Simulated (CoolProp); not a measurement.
A single-stage vapour-compression cycle with isobutene: evaporating at 268.15 K (dew point), condensing at 326.15 K (bubble point), superheat 10 K, subcooling 2 K, compressor efficiency 0.8, no pressure losses. Each further row changes one setting.

Model: reference Helmholtz-energy equation of state, Lemmon 2005, in CoolProp. It is a short technical equation, of lower accuracy than the large ones.

```
case                              cooling COP  pressure ratio  discharge temperature (K)  refrigerating effect (kJ/kg)  volumetric capacity (kJ/m³)
--------------------------------  -----------  --------------  -------------------------  ----------------------------  ---------------------------
as stated                                2.91            6.01                      344.5                           272                          753
evaporating temperature 273.15 K         3.32            4.98                          …                           279                            …
condensing temperature 321.15 K          3.28            5.30                      339.5                           285                          788
subcooling 7 K                              …            6.01                      344.5                           285                          787
superheat 20 K                           2.95            6.01                      354.6                           288                          765
compressor efficiency 0.7                2.54            6.01                      351.3                           272                          753
```

Question: Complete the blanks.

Answer: 
- evaporating temperature 273.15 K, discharge temperature (K): 343.0
- evaporating temperature 273.15 K, volumetric capacity (kJ/m³): 920
- subcooling 7 K, cooling COP: 3.04
